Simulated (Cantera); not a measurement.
Feed: 1 mol TiCl4, 21 mol H2O, equilibrated at 11.0 Pa.

Method: chemical equilibrium by Gibbs-energy minimisation in Cantera with the NASA 1993 tables (ideal gas, pure condensed phases). Candidate condensed phases: H2O, Ti, TiCl2, TiCl3, TiCl4, TiO, TiO2, Ti2O3, Ti3O5, Ti4O7; 23 gas species. Rates play no part. All values below are at 1277 °C.

Base state: H2O 0.817, HCl 0.168, H2 0.00657, Cl 0.00497, O2 0.00184, OH 0.00102, H 0.000243, O 3.20e-5 (mole fractions); condensed: TiO2(rutile).

### Question
What changes in the equilibrium state with this change: H2O from 21 to 2.4 mol?

### Answer
```
species              before     after
-----------------  --------  --------
HCl                   0.168     0.879
H2O                   0.817    0.0898
Cl                  0.00497    0.0208
H2                  0.00657    0.0103
O2                  0.00184   9.04e-6
O                   3.20e-5   2.24e-6
OH                  0.00102   8.94e-5
H                  0.000243  0.000305
TiO2(rutile), mol     1.000     1.000
```
